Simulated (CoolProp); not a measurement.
Saturation properties of n-pentane.

Model: reference Helmholtz-energy equation of state, Thol 2019, in CoolProp.

| T (K) | p (kPa) | liquid cp (kJ/(kg K)) | surface tension (mN/m) |
|---|---|---|---|
| 242 | 4.762 | 2.098 | 21.8 |
| 254.9 | 9.928 | [?] | [?] |
| 267.9 | 19.15 | 2.189 | 18.8 |
| 280.8 | 34.26 | 2.241 | 17.4 |
| 293.7 | 57.78 | 2.296 | 15.9 |
| 306.6 | 92.61 | 2.356 | 14.5 |
| 319.6 | 142.6 | 2.420 | 13.1 |
| 332.5 | 210.6 | 2.488 | 11.7 |
| 345.4 | 301.2 | [?] | 10.4 |
| 358.3 | 418.6 | 2.639 | [?] |
| 371.2 | 567.5 | 2.725 | 7.75 |
| 384.2 | 754.4 | 2.822 | 6.49 |
| 397.1 | [?] | 2.934 | [?] |
| 410 | 1257 | 3.072 | 4.11 |
| 422.9 | [?] | 3.257 | 3.00 |

Q: What belongs in the gaps?

A: 
- 254.9, liquid cp (kJ/(kg K)): 2.141
- 254.9, surface tension (mN/m): 20.3
- 345.4, liquid cp (kJ/(kg K)): 2.560
- 358.3, surface tension (mN/m): 9.05
- 397.1, p (kPa): 981.8
- 397.1, surface tension (mN/m): 5.27
- 422.9, p (kPa): 1585

It boils at 309.2 K under 1 atm.

Surface tension comes from a separate correlation (Mulero 2012).
